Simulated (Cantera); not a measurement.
Input (Python, Cantera):

```python
import numpy as np
import cantera as ct

gas = ct.Solution("gri30.yaml")
gas.TPX = 1748, 101325, {'C2H6': 1, 'N2': 1.1}
reactor = ct.IdealGasConstPressureReactor(gas, energy="off", clone=False)
net = ct.ReactorNet([reactor])
net.rtol, net.atol = 1e-08, 1e-18
show = ['C2H6', 'C2H4', 'C2H', 'H2', 'CH4', 'C2H2']
times = np.geomspace(0.0003, 10, 10)

steps = ct.SolutionArray(gas, extra=["t"])
rows = []
print(f"{'t/s':>10s}{'T/K':>9s}{'P/Pa':>11s}" + "".join(f"{s:>11s}" for s in show))
for t in times:
    while net.time < t:
        t_next = net.step()
        steps.append(gas.state, t=t_next)
    rows.append([np.interp(t, steps.t, y) for y in (steps.T, steps.P, *steps(*show).X.T)])
    print(f"{t:10.3e}{rows[-1][0]:9.1f}{rows[-1][1]:11.4g}" + "".join(f"{x:11.3e}" for x in rows[-1][2:]))
rate = np.gradient(steps.T, steps.t)
print("integrator steps:", len(steps.t))
if steps.T.max() > steps.T[0] + 200:
    print(f"time of steepest temperature rise: {steps.t[rate.argmax()]:.4e} s")
gas.TPX = 1748, 101325, {'C2H6': 1, 'N2': 1.1}
gas.equilibrate("TP")
print(f"equilibrium (TP): T = {gas.T:.1f} K  " + "  ".join(f"{s} {gas[s].X[0]:.3e}" for s in show))
```

Output:

```
       t/s      T/K       P/Pa       C2H6       C2H4        C2H         H2        CH4       C2H2
 3.000e-04   1748.0  1.013e+05  1.786e-04  5.484e-02  3.549e-07  3.256e-01  1.317e-01  1.683e-01
 9.543e-04   1748.0  1.013e+05  1.290e-04  1.348e-02  4.139e-07  3.570e-01  1.217e-01  2.022e-01
 3.035e-03   1748.0  1.013e+05  9.988e-05  3.894e-03  4.466e-07  3.776e-01  1.062e-01  2.134e-01
 9.655e-03   1748.0  1.013e+05  5.346e-05  3.651e-03  4.720e-07  4.078e-01  7.665e-02  2.213e-01
 3.071e-02   1748.0  1.013e+05  1.645e-05  3.651e-03  5.112e-07  4.446e-01  4.054e-02  2.306e-01
 9.769e-02   1748.0  1.013e+05  4.623e-06  3.777e-03  5.424e-07  4.668e-01  1.865e-02  2.362e-01
 3.107e-01   1748.0  1.013e+05  3.150e-06  3.817e-03  5.506e-07  4.717e-01  1.382e-02  2.374e-01
 9.884e-01   1748.0  1.013e+05  3.129e-06  3.818e-03  5.508e-07  4.717e-01  1.374e-02  2.374e-01
 3.144e+00   1748.0  1.013e+05  3.129e-06  3.818e-03  5.508e-07  4.717e-01  1.374e-02  2.374e-01
 1.000e+01   1748.0  1.013e+05  3.129e-06  3.818e-03  5.508e-07  4.717e-01  1.374e-02  2.374e-01
integrator steps: 1527
equilibrium (TP): T = 1748.0 K  C2H6 2.395e-06  C2H4 2.909e-03  C2H 4.168e-07  H2 4.739e-01  CH4 1.205e-02  C2H2 1.801e-01
```

Cantera simulation using GRI-Mech 3.0 (53 species, 325 reactions); the numbers are that mechanism's predictions, not measurements. GRI-Mech 3.0 stops at C3 and has no aromatics, soot or wall deposition, so with more carbon than oxygen in the feed, carbon stays in small species such as C2H2 where larger ones or solid carbon would form.
